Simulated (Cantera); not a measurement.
Charge: 1 mol MgO, 2.8 mol H₂S, 0.036 mol H₂O, held at 75.0 Torr.

Equilibrium computed with Cantera from the NASA thermochemical tables; the gas is ideal and each condensed phase is pure. Candidate condensed phases: H₂O, H₂SO₄, Mg, MgO, Mg(OH)₂, MgS, MgSO₄, S; 26 gas species. Mutual solubility and eutectic melting of coexisting phases are not modelled. Equilibrium is a limit: real reactors are often held back by kinetics, nucleation or transport. All values below are at 1400 K.

Base state: H₂ 0.403, H₂S 0.348, S₂ 0.200, H₂O 0.0457, SH 0.00301, S₂O 3.62e-5, SO 2.14e-5, SO₂ 1.77e-5 (mole fractions); condensed: MgO(s) + MgS(s).

What changes in the equilibrium state with this change: pressure from 75.0 Torr to 15000 Torr?


```json
[
 {"species": "H₂S", "before": "0.348", "after": "0.733"},
 {"species": "H₂", "before": "0.403", "after": "0.113"},
 {"species": "H₂O", "before": "0.0457", "after": "0.0963"},
 {"species": "S₂", "before": "0.200", "after": "0.0562"},
 {"species": "S", "before": "1.66e-5", "after": "6.23e-7"},
 {"species": "SO", "before": "2.14e-5", "after": "6.02e-6"},
 {"species": "SH", "before": "0.00301", "after": "0.000845"},
 {"species": "S₂O", "before": "3.62e-5", "after": "7.60e-5"},
 {"species": "MgO(s), mol", "before": "0.873", "after": "0.746"},
 {"species": "MgS(s), mol", "before": "0.127", "after": "0.254"}
]
```
